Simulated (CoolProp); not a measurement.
Vapour-liquid equilibrium of n-pentane (1) + toluene (2) at 161.45 °C; x and y are mole fractions of (1).

Computed with CoolProp (multi-fluid Helmholtz-energy mixture model, Thol 2019 and Lemmon 2006; pair parameters Bell 2016).

```tsv
x	bubble pressure, mixture model (kPa)	bubble pressure, Raoult's law (kPa)	y, mixture model	y, Raoult's law
0.05	446.5	433.3	0.225	0.223
0.125	577.5	551.9	0.424	0.438
0.2	700.8	670.5	0.546	0.577
0.275	818.0	789.1	0.631	0.674
0.35	930.5	907.6	0.694	0.746
0.425	1040	1026	0.744	0.801
0.5	1147	1145	0.786	0.845
0.575	1254	1263	0.822	0.881
0.65	1362	1382	0.856	0.910
0.725	1473	1501	0.887	0.935
0.8	1589	1619	0.917	0.956
0.875	1711	1738	0.947	0.975
0.95	1841	1856	0.978	0.990
```

The largest gap from Raoult's law is +4.6 % in bubble pressure, at x = 0.125. No azeotrope shows between x = 0.05 and 0.95.

Pair parameters are fitted to limited data, so mixtures are less certain than the pure fluids. The gap from Raoult's law changes sign with composition, which may be real or a fault of the pair parameters; it wasn't checked against measurements.
